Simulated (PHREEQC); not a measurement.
Solution (25 °C): 0.0013 mol KH2PO4 per kg of water. Closed to the air; pH follows from the charge balance.

All values are PHREEQC results (ion-association model, wateq4f.dat), not measurements.

Each row changes one thing in this solution. No solid was allowed to form.

| case | pH | ionic strength (mol/kgw) | HPO4-2 (mol/kgw) | KHPO4- (mol/kgw) |
|---|---|---|---|---|
| as made | 5.07 | 0.00132 | 1.05e-5 | 2.26e-8 |
| 1.8e-05 mol/kgw HCl added | 4.73 | 0.00132 | 4.84e-6 | 1.04e-8 |
| KH2PO4 replaced by K2HPO4 at the same molality | ? | 0.00388 | 0.00128 | 4.96e-6 |
| KH2PO4 from 0.0013 to 0.00026 mol/kgw | 5.40 | 0.000268 | 4.21e-6 | 1.98e-9 |
| temperature from 25 to 15 °C | 5.07 | 0.00132 | 1.01e-5 | 2.18e-8 |
| temperature from 25 to 85 °C | 5.03 | 0.00132 | 1.29e-5 | 2.71e-8 |
| diluted 2-fold with water | 5.21 | 0.000663 | ? | 7.87e-9 |
| KH2PO4 from 0.0013 to 0.00117 mol/kgw | 5.09 | 0.00119 | 9.84e-6 | 1.92e-8 |

### Question
Some entries are withheld; supply them.

### Answer

- KH2PO4 replaced by K2HPO4 at the same molality, pH: 9.08
- diluted 2-fold with water, HPO4-2 (mol/kgw): 6.98e-6

Complexes and solids missing from the database can't appear. H3PO4, which wateq4f.dat lacks, is added to it with the constant of phreeqc.dat. Constants without temperature data keep their 25 °C values here.
